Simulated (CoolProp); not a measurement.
Vapour-liquid equilibrium of cyclohexane (1) + p-xylene (2) at 0.0221 MPa; x and y are mole fractions of (1).

Computed with CoolProp (multi-fluid Helmholtz-energy mixture model, Zhou 2014 and Zhou 2012; pair parameters Bell 2016).

```csv
x,"bubble temperature, mixture model (°C)","bubble temperature, Raoult's law (°C)","y, mixture model","y, Raoult's law"
0.05,80.8,83.0,0.302,0.246
0.15,68.9,73.0,0.607,0.543
0.25,61.1,65.4,0.748,0.706
0.35,55.5,59.3,0.825,0.804
0.45,51.3,54.4,0.874,0.867
0.55,47.9,50.2,0.908,0.911
0.65,45.1,46.7,0.934,0.941
0.75,42.7,43.6,0.955,0.964
0.85,40.5,40.9,0.974,0.981
0.95,38.3,38.4,0.992,0.994
```

The largest gap from Raoult's law is -4.3 K in bubble temperature, at x = 0.25. No azeotrope shows between x = 0.05 and 0.95.

The pair parameters rest on a limited set of measurements; away from them the model extrapolates.
